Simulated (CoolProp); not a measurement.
Saturation properties of propylene (Tc = 364.2 K, pc = 45.55 bar, ω = 0.146).

Values from CoolProp's reference Helmholtz-energy equation of state, Lemmon 2013.

```csv
T (K),p (bar),enthalpy of vaporisation (kJ/kg),liquid cp (kJ/(kg K))
216.3,0.6525,448.9,___
226.3,1.049,438.0,2.192
236.4,1.619,___,2.233
246.4,2.393,___,2.279
256.4,3.421,401.4,2.333
266.5,4.764,387.4,2.395
276.5,___,372.4,2.466
286.5,___,356.0,2.550
296.6,11.10,___,2.652
306.6,14.17,317.8,___
316.6,17.81,295.2,2.944
326.7,22.14,268.9,3.183
336.7,___,238.0,3.564
346.7,32.97,199.1,4.327
356.8,39.79,142.6,7.022
```

### Question
Fill in the missing entries.

### Answer

- 216.3, liquid cp (kJ/(kg K)): 2.158
- 236.4, enthalpy of vaporisation (kJ/kg): 426.5
- 246.4, enthalpy of vaporisation (kJ/kg): 414.4
- 276.5, p (bar): 6.447
- 286.5, p (bar): 8.533
- 296.6, enthalpy of vaporisation (kJ/kg): 337.9
- 306.6, liquid cp (kJ/(kg K)): 2.778
- 336.7, p (bar): 27.15

It boils at 225.5 K under 1 atm.
